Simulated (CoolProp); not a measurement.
A simple Rankine cycle with n-perfluoropentane: condensing at 294.15 K, boiler at 0.258 MPa, turbine inlet 332.8 K, turbine efficiency 0.85, pump efficiency 0.6, no recuperator. Each further row changes one setting.

Computed with CoolProp (reference Helmholtz-energy equation of state, Gao 2022).

```tsv
case	thermal efficiency (%)	net work (kJ/kg)	heat in (kJ/kg)	turbine exit temperature (K)	volume ratio over the turbine
as stated	7.4	9.12	123	318.8	…
turbine inlet 352.8 K	…	9.83	141	…	3.57
condensing temperature 286.15 K	…	…	…	315.5	5.00
boiler pressure 0.181 MPa	5.4	…	124	323.1	2.48
turbine efficiency 0.75	6.5	8.03	123	320.1	3.64
```

**Question.** Fill in the missing entries.

**Answer.** 
- as stated, volume ratio over the turbine: 3.62
- turbine inlet 352.8 K, thermal efficiency (%): 7.0
- turbine inlet 352.8 K, turbine exit temperature (K): 338.9
- condensing temperature 286.15 K, thermal efficiency (%): 8.8
- condensing temperature 286.15 K, net work (kJ/kg): 11.5
- condensing temperature 286.15 K, heat in (kJ/kg): 131
- boiler pressure 0.181 MPa, net work (kJ/kg): 6.71
